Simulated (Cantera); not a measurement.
Low-pressure radical oxidation in H2/O2

An isothermal, constant-pressure homogeneous reactor starts with H2 : O2 : N2 = 0.0057 : 1 : 0.95 (molar parts), equivalence ratio 0.0029, at 1300 K and 20.0 Torr.

Detailed kinetics in Cantera: the H2/O2 subset of GRI-Mech 3.0, which has no nitrogen chemistry. Radical loss at walls, strong at low pressure, is not modelled.

```
t (s)        x H2   x O2       x H     x H2O      x OH     x HO2
--------  -------  -----  --------  --------  --------  --------
4.00e-5   0.00291  0.511  3.34e-10  9.16e-12  2.98e-10  6.27e-10
9.37e-5   0.00291  0.511  4.58e-10  8.30e-11   1.06e-9   1.47e-9
0.000220  0.00291  0.511  6.21e-10  6.32e-10   3.21e-9   3.45e-9
0.000514  0.00291  0.511   1.11e-9   4.52e-9   9.98e-9   8.08e-9
0.00120   0.00291  0.511   3.60e-9   3.88e-8   4.35e-8   1.90e-8
0.00282   0.00291  0.511   4.37e-8   7.53e-7   5.83e-7   4.64e-8
0.00661   0.00261  0.511   1.24e-5  0.000219  0.000150   4.63e-7
0.0155    1.22e-5  0.509   6.09e-5   0.00271  0.000328   4.02e-7
0.0363    6.30e-6  0.509   5.00e-5   0.00274  0.000293   3.62e-7
0.0850    5.22e-6  0.509   3.75e-5   0.00276  0.000267   3.28e-7
0.199     3.55e-6  0.510   2.08e-5   0.00279  0.000220   2.67e-7
0.467     1.78e-6  0.510   7.31e-6   0.00283  0.000156   1.81e-7
1.09      6.33e-7  0.510   1.54e-6   0.00287   9.33e-5   9.54e-8
2.56      1.75e-7  0.511   2.23e-7   0.00289   4.92e-5   3.94e-8
6.00      4.44e-8  0.511   2.87e-8   0.00291   2.49e-5   1.42e-8
```
x: mole fraction; the columns are a selection and need not sum to one.

Equilibrium at this temperature and pressure: H2 2.18e-9, O2 0.511, H 3.19e-10, H2O 0.00292, OH 5.56e-6, HO2 5.03e-9 (gas phase only).
